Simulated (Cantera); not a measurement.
# Thermodynamics of carbon deposition, reforming and gasification, feed CH4 + O2 + N2

Charge: 1 mol CH4, 0.087 mol O2, 0.73 mol N2, at 2550 K and 1.00 bar.

Cantera equilibrium calculation (NASA polynomials, part measured and part estimated; ideal gas, pure solids and liquids). Candidate condensed phases: C, C6H6, C7H8, C8H18, H2O; 136 gas species. Kinetics and transport are ignored.

| Item | Result |
|---|---|
| x(H2) | 0.642 |
| x(N2) | 0.231 |
| x(CO) | 0.0592 |
| x(HCN) | 0.0308 |
| x(H) | 0.0250 |
| x(C2H2 (acetylene)) | 0.00853 |
| x(HNC) | 0.00382 |
| x(CN) | 7.44e-5 |
| x(CH4) | 5.71e-5 |
| n(C(graphite)) | 0.673 mol |
| gas amount | 2.941 mol |
